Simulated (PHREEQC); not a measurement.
Buffer: speciation

Consider water at 22 °C with 0.0017 mol/kgw H3PO4 and 0.00059 mol/kgw NH3. Closed to the air; pH follows from the charge balance.

Equilibrium calculation in PHREEQC: ion-association model, wateq4f.dat.

Each row changes one thing in this solution. Precipitation was switched off in this run.

```csv
case,pH,ionic strength (mol/kgw),H2PO4- (mol/kgw),H3PO4 (mol/kgw),HPO4-2 (mol/kgw),NH3 (mol/kgw)
as made,3.05,0.00152,0.00152,0.000183,1.18e-7,2.92e-10
temperature from 22 to 20 °C,3.05,0.00152,0.00152,0.000180,1.17e-7,2.52e-10
H3PO4 replaced by (NH4)2HPO4 at the same molality,8.65,0.00501,4.88e-5,1.45e-11,0.00165,0.000635
temperature from 22 to 90 °C,3.11,0.00141,0.00141,?,1.74e-7,1.72e-8
0.00018 mol/kgw HBr added,2.98,0.00167,0.00149,0.000209,1.01e-7,2.51e-10
NH3 replaced by (NH4)2SO4 at the same molality,?,0.00310,?,0.000255,8.01e-8,?
```

Task: Fill in the missing entries.

Result: 
- temperature from 22 to 90 °C, H3PO4 (mol/kgw): 0.000292
- NH3 replaced by (NH4)2SO4 at the same molality, pH: 2.88
- NH3 replaced by (NH4)2SO4 at the same molality, H2PO4- (mol/kgw): 0.00145
- NH3 replaced by (NH4)2SO4 at the same molality, NH3 (mol/kgw): 3.86e-10

H3PO4, which wateq4f.dat lacks, is added to it with the constant of phreeqc.dat. At this temperature some constants are extrapolated from 25 °C, and those without enthalpy data are left unchanged.
